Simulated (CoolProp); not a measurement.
Model: reference Helmholtz-energy equation of state, Gao 2022, in CoolProp.

**Question.** Give the vapour pressure (bar), liquid density (kg/m³), enthalpy of vaporisation (kJ/kg) of saturated n-perfluorohexane at -42.55, -37.95, -15.15 °C.

**Answer.** 
```tsv
T (°C)	p (bar)	liquid density (kg/m³)	enthalpy of vaporisation (kJ/kg)
-42.55	0.00479	1860	110
-37.95	0.00699	1850	109
-15.15	0.0354	1790	103
```
